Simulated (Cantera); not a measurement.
An isothermal, constant-pressure homogeneous reactor starts with C2H4 : H2 = 1 : 6.7 (molar parts), at 1500 K and 0.00360 bar. Integrator tolerance rtol = 1e-08.

Cantera simulation using GRI-Mech 3.0 (53 species, 325 reactions); the numbers are that mechanism's predictions, not measurements. GRI-Mech 3.0 was tuned for natural gas; its chemistry of ethylene as a main component is partial and can be far from experiment. GRI-Mech 3.0 stops at C3 and has no aromatics, soot or wall deposition, so with more carbon than oxygen in the feed, carbon stays in small species such as C2H2 where larger ones or solid carbon would form. Radical loss at walls, strong at low pressure, is not modelled.

| quantity | before | after |
|---|---|---|
| x(C2H4) at 1.00 s | 0.0598 (gas-phase equilibrium 0.000103) | 8.48e-6 (gas-phase equilibrium 5.99e-6) |
| x(H2) at 1.00 s | 0.878 (gas-phase equilibrium 0.884) | 0.881 (gas-phase equilibrium 0.877) |
| x(C2H6) at 1.00 s | 1.60e-7 (gas-phase equilibrium 2.82e-9) | 7.69e-12 (gas-phase equilibrium 1.90e-11) |
| x(CH3) at 1.00 s | 7.02e-9 (gas-phase equilibrium 5.45e-6) | 1.25e-6 (gas-phase equilibrium 7.79e-6) |
| x(H) at 1.00 s | 1.33e-5 (gas-phase equilibrium 0.000278) | 0.00413 (gas-phase equilibrium 0.00847) |

Name the change that produced these shifts.
(A) temperature 1500 to 1325 K
(B) temperature 1500 to 1850 K
(C) temperature 1500 to 1000 K
(D) temperature 1500 to 1800 K

B, temperature 1500 to 1850 K
